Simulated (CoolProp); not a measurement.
The numbers come from the reference Helmholtz-energy equation of state, Lemmon 2003 in CoolProp. It is a pseudo-pure fit of the blend.

Problem. For R507A, give the phase and the speed of sound (m/s), isothermal compressibility (1/MPa), expansivity (1/kK) at 226.85 °C and 2320 kPa; 226.85 °C and 9260 kPa; 226.85 °C and 23200 kPa.

Solution. 
- 226.85 °C and 2320 kPa: gas; speed of sound 204, isothermal compressibility 0.455, expansivity 2.52
- 226.85 °C and 9260 kPa: supercritical; speed of sound 196, isothermal compressibility 0.121, expansivity 4.19
- 226.85 °C and 23200 kPa: supercritical; speed of sound 277, isothermal compressibility 0.0273, expansivity 3.45
